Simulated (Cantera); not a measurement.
Feed: 1 mol Pb, 10 mol CO, 36 mol N2, 0.75 mol NH3, equilibrated at 775 K and 2.50 mbar.

Cantera equilibrium calculation (NASA polynomials, part measured and part estimated; ideal gas, pure solids and liquids). Candidate condensed phases: C, C6H6, C7H8, C8H18, H2O, Pb, PbO, PbO2, Pb3O4; 139 gas species. Rates play no part.

Base state: N2 0.780, CO 0.178, H2 0.0236, CO2 0.0180, H2O 0.000475 (mole fractions); condensed: C(graphite) + Pb(l).

Question: What changes in the equilibrium state with this change: temperature from 775 K to 823 K?

Answer: 
```csv
species,before,after
N2,0.780,0.770
CO,0.178,0.202
H2,0.0236,0.0236
CO2,0.0180,0.00487
Pb,9.95e-6,5.37e-5
H2O,0.000475,0.000158
"C(graphite), mol",0.863,0.238
"Pb(l), mol",1.000,0.997
```
